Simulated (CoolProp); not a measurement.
Isobutane along the isotherm 386.4 K: density (kg/m³) from the reference equation and from simpler models built on Tc = 407.8 K, pc = 3.629 MPa, ω = 0.184; each cubic takes its own stable root.

Model: reference Helmholtz-energy equation of state, Bücker 2006, in CoolProp.

```json
[
 {"p (MPa)": "1.51", "phase": "gas", "reference": "34.05"},
 {"p (MPa)": "3.02", "phase": "liquid", "reference": "404.3"},
 {"p (MPa)": "4.54", "phase": "liquid", "reference": "423.5"},
 {"p (MPa)": "6.05", "phase": "liquid", "reference": "436.6"},
 {"p (MPa)": "7.56", "phase": "liquid", "reference": "446.8"},
 {"p (MPa)": "9.07", "phase": "liquid", "reference": "455.3"},
 {"p (MPa)": "10.6", "phase": "liquid", "reference": "462.7"},
 {"p (MPa)": "12.1", "phase": "liquid", "reference": "469.2"},
 {"p (MPa)": "13.6", "phase": "liquid", "reference": "475.0"},
 {"p (MPa)": "15.1", "phase": "liquid", "reference": "480.3"},
 {"p (MPa)": "16.6", "phase": "liquid", "reference": "485.1"},
 {"p (MPa)": "18.1", "phase": "liquid", "reference": "489.7"}
]
```

Question: How far does each simpler model (van der Waals, Redlich-Kwong, Soave-Redlich-Kwong, Peng-Robinson) lie from the reference over these 12 states: mean and median of the absolute difference, and the worst?

Answer: 
- van der Waals: mean 28.1 %, median 28.9 %, worst -38.4 % at 386.4 K and 3.02 MPa
- Redlich-Kwong: mean 8.9 %, median 8.1 %, worst -18.4 % at 386.4 K and 3.02 MPa
- Soave-Redlich-Kwong: mean 7.9 %, median 7.3 %, worst -15.5 % at 386.4 K and 3.02 MPa
- Peng-Robinson: mean 3.5 %, median 3.7 %, worst +6.0 % at 386.4 K and 18.1 MPa
